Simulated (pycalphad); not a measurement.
All values are pycalphad results on the COST 507 light-alloy database (1999) (1 atm), not direct measurements. The data set is of 1999 and partly superseded.

## Al-0.674Si-0.6804Fe (wt.%): equilibrium cooling sequence

| T (K) | phases above | phases below |
|---|---|---|
| 927.3 | LIQUID | FCC_A1 + LIQUID |
| 917.8 | FCC_A1 + LIQUID | AL13FE4 + FCC_A1 + LIQUID |
| 904.8 | AL13FE4 + FCC_A1 + LIQUID | ALFESI_ALPHA + FCC_A1 + LIQUID |
| 896.6 | ALFESI_ALPHA + FCC_A1 + LIQUID | ALFESI_ALPHA + FCC_A1 |
| 871.3 | ALFESI_ALPHA + FCC_A1 | ALFESI_ALPHA + ALFESI_BETA + FCC_A1 |
| 813.6 | ALFESI_ALPHA + ALFESI_BETA + FCC_A1 | ALFESI_BETA + FCC_A1 |
| 694.1 | ALFESI_BETA + FCC_A1 | ALFESI_BETA + DIAMOND_A4 + FCC_A1 |

Changes were sought between steps of 75 K, so a narrower field can be missed.

Database names, with the compositions (at.%) that they take in these runs: ALFESI_ALPHA: Al 73 Fe 19 Si 8; ALFESI_BETA: Al 70 Si 15 Fe 15. FCC_A1 is fcc; DIAMOND_A4 is diamond (Si).
